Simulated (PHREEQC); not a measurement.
A made-up water analysis in mg/L, 20 °C, pH 6.24, pe 10.6:

```json
[
 {"constituent": "Na", "mg/L": "0.73"},
 {"constituent": "K", "mg/L": "0.0166"},
 {"constituent": "Ca", "mg/L": "1.51"},
 {"constituent": "Mg", "mg/L": "1.11"},
 {"constituent": "Cl", "mg/L": "3.57"},
 {"constituent": "S(6) as SO4", "mg/L": "0.36"},
 {"constituent": "Alkalinity as HCO3", "mg/L": "5.79"},
 {"constituent": "Ba", "mg/L": "0.183"},
 {"constituent": "N(5) as NO3", "mg/L": "0.0424"},
 {"constituent": "Br", "mg/L": "0.00621"},
 {"constituent": "Si as SiO2", "mg/L": "0.0113"}
]
```

Valence states are taken as typed.

Model: ion-association model, phreeqc.dat, run in PHREEQC.

```tsv
quantity	before	after
CO2 (mol/kgw)	0.000130	0.000112
HCO3- (mol/kgw)	9.54e-5	9.49e-5
CO3-2 (mol/kgw)	7.40e-9	1.32e-8
HSO4- (mol/kgw)	1.75e-10	6.75e-10
MgOH+ (mol/kgw)	1.72e-10	1.28e-8
H3SiO4- (mol/kgw)	4.11e-11	1.78e-10
SI of Quartz (SiO2)	-2.67	-3.38
```

**Question.** Name the change that produced these shifts.
A. all concentrations times 2 at the same typed pH
B. temperature from 20 to 75 °C at the same typed pH
C. Alkalinity from 5.79 to 11.6 mg/L

**Answer.** B, temperature from 20 to 75 °C at the same typed pH

No solid was allowed to form. At this temperature some constants are extrapolated from 25 °C, and those without enthalpy data are left unchanged.
